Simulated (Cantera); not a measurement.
Feed: 1 mol Si, 1.9 mol HCl, 3.1 mol H2, equilibrated at 1523 K and 67000 Pa.

Cantera equilibrium calculation (NASA polynomials, part measured and part estimated; ideal gas, pure solids and liquids). Candidate condensed phases: Si; 19 gas species. The tables' values for SiCl3 are old estimates; treat these amounts as uncertain. Rates play no part.

Base state: H2 0.767, HCl 0.126, SiCl2 0.0674, SiCl3 0.0171, SiCl4 0.0129, SiHCl3 0.00883, SiH2Cl2 0.000972, SiH3Cl 3.16e-5 (mole fractions); condensed: Si(s).

Q: What changes in the equilibrium state with this change: pressure from 67000 Pa to 100000 Pa?

A: 
| species | before | after |
|---|---|---|
| H2 | 0.767 | 0.773 |
| HCl | 0.126 | 0.120 |
| SiCl2 | 0.0674 | 0.0608 |
| SiHCl3 | 0.00883 | 0.0113 |
| SiCl4 | 0.0129 | 0.0156 |
| SiCl3 | 0.0171 | 0.0178 |
| SiH3Cl | 3.16e-5 | 4.53e-5 |
| SiH2Cl2 | 0.000972 | 0.00132 |
| H | 2.47e-5 | 2.03e-5 |
| Si(s), mol | 0.480 | 0.485 |

Q: What changes in the equilibrium state with this change: temperature from 1523 K to 1125 K?

A: 
```json
[
 {"species": "H2", "before": "0.767", "after": "0.862"},
 {"species": "SiCl4", "before": "0.0129", "after": "0.0671"},
 {"species": "SiHCl3", "before": "0.00883", "after": "0.0349"},
 {"species": "HCl", "before": "0.126", "after": "0.0287"},
 {"species": "SiCl2", "before": "0.0674", "after": "0.00203"},
 {"species": "SiCl3", "before": "0.0171", "after": "0.00333"},
 {"species": "H", "before": "2.47e-5", "after": "5.04e-8"},
 {"species": "SiH2Cl2", "before": "0.000972", "after": "0.00223"},
 {"species": "SiH3Cl", "before": "3.16e-5", "after": "3.81e-5"},
 {"species": "Si(s), mol", "before": "0.480", "after": "0.504"}
]
```
